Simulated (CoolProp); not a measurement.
Vapour-liquid equilibrium of n-butane (1) + cis-2-butene (2) at 45.4 kPa; x and y are mole fractions of (1).

Values from CoolProp's multi-fluid Helmholtz-energy mixture model, Bücker 2006 and Lemmon 2005; pair parameters Bell 2016.

```
x     bubble temperature (K)  y at the bubble point  dew temperature at overall composition x (K)  liquid density (mol/L)
----  ----------------------  ---------------------  --------------------------------------------  ----------------------
0.05                   257.1                  0.066                                         257.2                   11.73
0.15                     ___                  0.187                                         256.7                     ___
0.25                   255.9                  0.297                                           ___                     ___
0.35                   255.4                  0.399                                         255.6                   11.39
0.45                   254.9                  0.497                                         255.1                     ___
0.55                   254.6                  0.591                                         254.7                   11.17
0.65                   254.2                  0.683                                         254.3                   11.06
0.75                   253.9                  0.775                                         254.0                   10.95
0.85                   253.6                  0.865                                         253.7                   10.85
0.95                   253.4                  0.955                                         253.4                   10.75
```

Question: What belongs in the gaps?

Answer: 
- 0.15, bubble temperature (K): 256.5
- 0.15, liquid density (mol/L): 11.61
- 0.25, dew temperature at overall composition x (K): 256.1
- 0.25, liquid density (mol/L): 11.50
- 0.45, liquid density (mol/L): 11.27

No azeotrope shows between x = 0.05 and 0.95.

Pair parameters are fitted to limited data, so mixtures are less certain than the pure fluids.
